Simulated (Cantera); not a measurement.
## MgO + Cl2 + O2 (oxide etching and cleaning by halides)

Charge: 1 mol MgO, a varied amount of Cl2, 2.2 mol O2, at 1075 K and 0.825 Torr.

Method: chemical equilibrium by Gibbs-energy minimisation in Cantera with the NASA 1993 tables (ideal gas, pure condensed phases). Candidate condensed phases: Mg, MgCl2, MgO; 11 gas species. The numbers say what is thermodynamically allowed, not how fast it happens.

```tsv
n(Cl2) (mol)	log p Cl2	log p O2	log p Cl	log p MgCl2	log p ClO	log p O	n MgO(s)
4.5	-3.16	-3.44	-4.53	-4.95	-7.55	-10.60	0.930
7.9	-3.09	-3.62	-4.50	-4.80	-7.60	-10.69	0.851
11	-3.07	-3.72	-4.49	-4.72	-7.64	-10.74	0.766
15	-3.05	-3.83	-4.48	-4.65	-7.68	-10.80	0.641
18	-3.04	-3.89	-4.48	-4.61	-7.71	-10.83	0.538
22	-3.03	-3.96	-4.47	-4.57	-7.74	-10.86	0.392
25	-3.03	-4.00	-4.47	-4.55	-7.76	-10.88	0.277
29	-3.02	-4.04	-4.47	-4.52	-7.78	-10.90	0.116
32	-3.02	-4.07	-4.47	-4.51	-7.79	-10.92	0
36	-3.02	-4.12	-4.47	-4.55	-7.82	-10.94	0
```
log p: log10 of the partial pressure in bar; n: condensed amount in mol.

From 4.5 mol Cl2 to 29 mol Cl2 the condensed part is MgO(s). From 32 mol Cl2 to 36 mol Cl2 nothing is condensed. The main Mg-bearing gas is MgCl2 throughout.
